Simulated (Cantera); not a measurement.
A perfectly stirred reactor is fed with N₂O : H₂O = 1 : 0.023 (molar parts), at 0.00799 atm; it is held at 1223 K, and followed from long to short residence time.

Computed with Cantera and GRI-Mech 3.0 (53 species, 325 reactions). GRI-Mech 3.0 was tuned for natural gas; its chemistry of N2O as a main component is partial and can be far from experiment. Radical loss at walls, strong at low pressure, is not modelled. The mechanism lacks the step 2 NO + O2 → 2 NO2, which can matter for NO2 below about 1400 K. The temperature is held fixed by assumption; the heat of reaction is taken as removed at once.

```json
[
 {"quantity": "x(N₂O) at τ = 8.60 s", "before": "0.881", "after": "0.702"},
 {"quantity": "x(H₂O) at τ = 8.60 s", "before": "0.0217", "after": "0.0204"},
 {"quantity": "x(OH) at τ = 8.60 s", "before": "1.88e-5", "after": "4.15e-5"},
 {"quantity": "x(NO) at τ = 8.60 s", "before": "0.00610", "after": "0.0234"},
 {"quantity": "x(H₂O₂) at τ = 8.60 s", "before": "2.17e-9", "after": "1.07e-9"},
 {"quantity": "x(N₂O) at τ = 61.0 ms", "before": "0.977", "after": "0.975"},
 {"quantity": "x(H₂O) at τ = 61.0 ms", "before": "0.0225", "after": "0.0225"},
 {"quantity": "x(OH) at τ = 61.0 ms", "before": "4.96e-6", "after": "1.67e-5"},
 {"quantity": "x(NO) at τ = 61.0 ms", "before": "5.39e-5", "after": "0.000244"},
 {"quantity": "x(H₂O₂) at τ = 61.0 ms", "before": "2.89e-8", "after": "5.96e-8"}
]
```

Problem. Name the change that produced these shifts.
A) N2O 1 to 0.4 parts
B) temperature 1223 to 1075 K
C) temperature 1223 to 1175 K
D) temperature 1223 to 1298 K

Solution. D, temperature 1223 to 1298 K
